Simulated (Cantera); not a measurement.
A closed system holds: 1 mol Cr, 17 mol NH3, 13 mol N2, at 6.20 bar.

Cantera equilibrium calculation (NASA polynomials, part measured and part estimated; ideal gas, pure solids and liquids). Candidate condensed phases: Cr, CrN, Cr2N; 11 gas species. The numbers say what is thermodynamically allowed, not how fast it happens.

Question: Which condensed phases are stable at each of these points (T (K)): 1900, 1925, 1950, 1975, 2000, 2025, 2050, 2075, 2100?

Answer: 
| T (K) | condensed phases | Cr condensed (%) |
|---|---|---|
| 1900 | Cr2N(s) | 99.7 |
| 1925 | Cr(s) | 99.6 |
| 1950 | Cr(s) | 99.5 |
| 1975 | Cr(s) | 99.3 |
| 2000 | Cr(s) | 99.1 |
| 2025 | Cr(s) | 98.9 |
| 2050 | Cr(s) | 98.5 |
| 2075 | Cr(s) | 98.1 |
| 2100 | Cr(s) | 97.5 |

At 1900 K the condensed part is Cr2N(s). From 1925 K to 2100 K the condensed part is Cr(s).
